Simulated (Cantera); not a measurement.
A perfectly stirred reactor is fed with CH₄ : CO₂ : H₂ = 1 : 0.57 : 0.36 (molar parts), at 1.00 bar; it is held at 2200 K, and followed from long to short residence time.

Computed with Cantera and GRI-Mech 3.0 (53 species, 325 reactions). GRI-Mech 3.0 stops at C3 and has no aromatics, soot or wall deposition, so with more carbon than oxygen in the feed, carbon stays in small species such as C2H2 where larger ones or solid carbon would form.

| quantity | before | after |
|---|---|---|
| x(CH₄) at τ = 1.10 s | 0.00137 | 0.00275 |
| x(CO₂) at τ = 1.10 s | 8.42e-5 | 4.96e-5 |
| x(H₂) at τ = 1.10 s | 0.607 | 0.608 |
| x(CH₂) at τ = 1.10 s | 1.96e-6 | 9.78e-7 |
| x(H₂O₂) at τ = 1.10 s | <1e-12 | <1e-12 |
| x(CH₄) at τ = 22.0 ms | 0.00831 | 0.00855 |
| x(CO₂) at τ = 22.0 ms | 0.00308 | 0.00193 |
| x(H₂) at τ = 22.0 ms | 0.581 | 0.589 |
| x(CH₂) at τ = 22.0 ms | 1.10e-5 | 3.20e-6 |
| x(H₂O₂) at τ = 22.0 ms | 3.32e-12 | 1.60e-12 |

Which change was made?
(A) pressure from 1.00 bar to 4.10 bar
(B) pressure from 1.00 bar to 0.110 bar
(C) pressure from 1.00 bar to 1.50 bar
(D) temperature 2200 to 1450 K

A, pressure from 1.00 bar to 4.10 bar
